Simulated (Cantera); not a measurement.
A Cantera script and what it prints.

```python
import numpy as np
import cantera as ct

gas_names = """
    CL CL2 H HCL H2 N NH NH2 NH3 N2 N2H2 N2H4 Si SiCL SiCL2 SiCL3 SiCL4 SiH SiHCL3 SiH2 SiH2CL2 SiH3
    SiH3CL SiH4 SiN Si2 Si2N Si3
""".split()
cond_names = """
    NH4CL(a) NH4CL(b) Si(cr) Si(L) Si3N4(a)
""".split()


# ... load() reads the species with a 1 bar reference pressure and builds the phases ...
atoms = {
    'SiHCl3': {'Si': 1, 'H': 1, 'CL': 3},
    'N2': {'N': 2},
}
top_T = {'Si3N4(a)': 2400}  # K; cautious upper limits of use, not melting points


# ... equilibrate(T, P, feed) seeds the gas with the atoms and calls Mixture.equilibrate('TP', solver="vcs", rtol=1e-11, max_steps=5000) ...
results = []
feed = {'SiHCl3': 1, 'N2': 3.1}  # mol
T = 1523  # K
P = 13  # Pa
mix = equilibrate(T, P, feed)
results.append((T, P, feed, dict(zip(mix.species_names, mix.species_moles))))
print(gas.report(threshold=1e-06))
for i in range(1, mix.n_phases):
    print(f"{mix.phase(i).name:16s} {mix.phase_moles(i):12.5e} mol")
```

It prints:

```
       temperature   1523 K
          pressure   13 Pa
           density   4.4941e-05 kg/m^3
  mean mol. weight   43.776 kg/kmol
   phase of matter   gas

                          1 kg             1 kmol
                     ---------------   ---------------
          enthalpy       -1.6077e+05       -7.0377e+06  J
   internal energy       -4.5004e+05       -1.9701e+07  J
           entropy            8000.4        3.5022e+05  J/K
    Gibbs function       -1.2345e+07       -5.4043e+08  J
 heat capacity c_p            901.84             39479  J/K
 heat capacity c_v             711.9             31164  J/K

                      mass frac. Y      mole frac. X     chem. pot. / RT
                     ---------------   ---------------   ---------------
                CL         0.0027189         0.0033575           -27.164
                 H           4.1e-06        0.00017805            -16.23
               HCL           0.15101           0.18132           -43.394
                H2        0.00035534         0.0077158            -32.46
                N2           0.39068            0.6105             -35.5
                Si        1.1888e-06        1.8529e-06           -8.9385
              SiCL        3.8084e-05         2.624e-05           -36.103
             SiCL2           0.42068           0.18604           -63.267
             SiCL3          0.028953         0.0094278           -90.431
             SiCL4         0.0055375         0.0014269            -117.6
            SiHCL3        2.1086e-05         6.815e-06           -106.66
     [  +17 minor]        5.4765e-07        3.4707e-07

Si(cr)            0.00000e+00 mol
Si3N4(a)          0.00000e+00 mol
```

These are equilibrium values from Cantera (NASA tables, ideal gas, pure condensed phases), not measurements of a reactor. The tables' values for SiCl3, SiCl are old estimates; treat these amounts as uncertain.
